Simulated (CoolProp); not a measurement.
A single-stage vapour-compression cycle with R227EA: evaporating at 243.15 K (dew point), condensing at 276.15 K (bubble point), superheat 0 K, subcooling 5 K, compressor efficiency 0.7, no pressure losses. Each further row changes one setting.

Values from CoolProp's reference Helmholtz-energy equation of state, Lemmon 2016.

```tsv
case	cooling COP	pressure ratio	discharge temperature (K)	refrigerating effect (kJ/kg)	volumetric capacity (kJ/m³)
as stated	[?]	4.04	278.7	107	502
evaporating temperature 248.15 K	[?]	3.18	277.9	[?]	649
condensing temperature 271.15 K	5.54	[?]	273.9	113	528
subcooling 10 K	4.79	4.04	278.7	113	528
superheat 10 K	[?]	4.04	289.1	114	513
compressor efficiency 0.6	[?]	4.04	283.5	107	502
```

Question: Fill in the missing entries.

Answer: 
- as stated, cooling COP: 4.56
- evaporating temperature 248.15 K, cooling COP: 5.63
- evaporating temperature 248.15 K, refrigerating effect (kJ/kg): 110
- condensing temperature 271.15 K, pressure ratio: 3.36
- superheat 10 K, cooling COP: 4.63
- compressor efficiency 0.6, cooling COP: 3.91
